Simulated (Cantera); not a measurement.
A closed system holds: 1 mol HF, 0.64 mol H₂, a varied amount of N₂, held at 2598 K and 1200 Torr.

Method: chemical equilibrium by Gibbs-energy minimisation in Cantera with the NASA 1993 tables (ideal gas, pure condensed phases). Equilibrium is a limit: real reactors are often held back by kinetics, nucleation or transport.

Task: At 11 mol N₂, list the 5 most abundant gas species with their mole fractions, and the condensed phases.

Result: N₂ 0.867, HF 0.0788, H₂ 0.0472, H 0.00654, F 2.92e-5. Condensed: gas only.
